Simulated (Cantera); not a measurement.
**Thermodynamics of abatement and gas-phase synthesis, feed NH3 + SO2 + O2**

Charge: 1 mol NH3, a varied amount of SO2, 0.17 mol O2, equilibrated at 1050 K and 0.100 bar.

Method: chemical equilibrium by Gibbs-energy minimisation in Cantera with the NASA 1993 tables (ideal gas, pure condensed phases). Candidate condensed phases: H2O, H2SO4, S; 35 gas species. Gases not in the tables: S3 to S7. The numbers say what is thermodynamically allowed, not how fast it happens.

From 0.035 mol SO2 to 0.51 mol SO2 nothing is condensed.

| n(SO2) (mol) | log p H2O | log p H2 | log p N2 | log p H2S | log p S2 | log p SO2 | log p S2O | log p SH |
|---|---|---|---|---|---|---|---|---|
| 0.035 | -1.69 | -1.28 | -1.60 | -2.76 | -6.78 | -8.92 | -10.79 | -6.93 |
| 0.048 | -1.66 | -1.29 | -1.60 | -2.62 | -6.47 | -8.68 | -10.44 | -6.78 |
| 0.068 | -1.62 | -1.32 | -1.60 | -2.47 | -6.11 | -8.37 | -10.02 | -6.62 |
| 0.095 | -1.58 | -1.36 | -1.60 | -2.32 | -5.75 | -8.02 | -9.57 | -6.45 |
| 0.13 | -1.52 | -1.41 | -1.60 | -2.19 | -5.36 | -7.61 | -9.07 | -6.29 |
| 0.19 | -1.44 | -1.53 | -1.60 | -2.02 | -4.81 | -6.94 | -8.32 | -6.07 |
| 0.26 | -1.37 | -1.72 | -1.60 | -1.89 | -4.16 | -6.09 | -7.41 | -5.84 |
| 0.36 | -1.28 | -2.21 | -1.61 | -1.80 | -3.00 | -4.34 | -5.66 | -5.51 |
| 0.51 | -1.24 | -2.82 | -1.64 | -2.03 | -2.23 | -2.66 | -4.25 | -5.43 |
log p: log10 of the partial pressure in bar; nothing condenses.
